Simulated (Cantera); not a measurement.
Cantera run:

```python
import numpy as np
import cantera as ct

gas_names = """
    CL CL2 H HCL H2 N NH NH2 NH3 N2 N2H2 N2H4 Si SiCL SiCL2 SiCL3 SiCL4 SiH SiHCL3 SiH2 SiH2CL2 SiH3
    SiH3CL SiH4 SiN Si2 Si2N Si3
""".split()
cond_names = """
    NH4CL(a) NH4CL(b) Si(cr) Si(L) Si3N4(a)
""".split()


# ... load() reads the species with a 1 bar reference pressure and builds the phases ...
atoms = {
    'SiH4': {'Si': 1, 'H': 4},
    'Cl2': {'CL': 2},
    'N2': {'N': 2},
}
top_T = {'Si3N4(a)': 2400}  # K; cautious upper limits of use, not melting points


# ... equilibrate(T, P, feed) seeds the gas with the atoms and calls Mixture.equilibrate('TP', solver="vcs", rtol=1e-11, max_steps=5000) ...
results = []
T = 898  # K
P = 1333.22  # Pa
for m in [11, 14, 17, 21, 26, 32, 39, 48, 60, 73, 90]:
    feed = {'SiH4': 1, 'Cl2': 0.034, 'N2': m}  # mol
    mix = equilibrate(T, P, feed)
    results.append((T, P, feed, dict(zip(mix.species_names, mix.species_moles))))

top = {s: max(r[3][s] / sum(r[3][g] for g in gas_names) for r in results) for s in gas_names}
cols = sorted((s for s in top if top[s] > 1e-05), key=lambda s: -top[s])[:8]
seen = [c for c in cond_names if any(r[3].get(c, 0) > 1e-12 for r in results)]
print("log10 of partial pressures in bar; condensed amounts in mol")
print(f"{'n(N2)':>10s}" + "".join(f"{s[:9]:>10s}" for s in cols + seen))
for T, P, feed, n in results:
    ng = sum(n[g] for g in gas_names)
    print(f"{feed['N2']:10.4g}" + "".join(f"{np.log10(max(n[s] / ng * P / 1e5, 1e-99)):10.3f}" for s in cols)
          + "".join(f"{n.get(c, 0):10.4g}" for c in seen))
```

Output:

```
log10 of partial pressures in bar; condensed amounts in mol
     n(N2)        N2        H2       HCL  Si3N4(a)
        11    -1.953    -2.674    -4.135    0.3333
        14    -1.937    -2.768    -4.229    0.3333
        17    -1.926    -2.846    -4.307    0.3333
        21    -1.917    -2.931    -4.392    0.3333
        26    -1.909    -3.019    -4.480    0.3333
        32    -1.902    -3.105    -4.566    0.3333
        39    -1.898    -3.188    -4.649    0.3333
        48    -1.893    -3.275    -4.736    0.3333
        60    -1.890    -3.369    -4.831    0.3333
        73    -1.887    -3.453    -4.914    0.3333
        90    -1.885    -3.542    -5.003    0.3333
```

These are equilibrium values from Cantera (NASA tables, ideal gas, pure condensed phases), not measurements of a reactor. N2 is the only nitrogen source here; it is nearly inert below about 1500 K, so the nitride shown seldom forms there in practice.
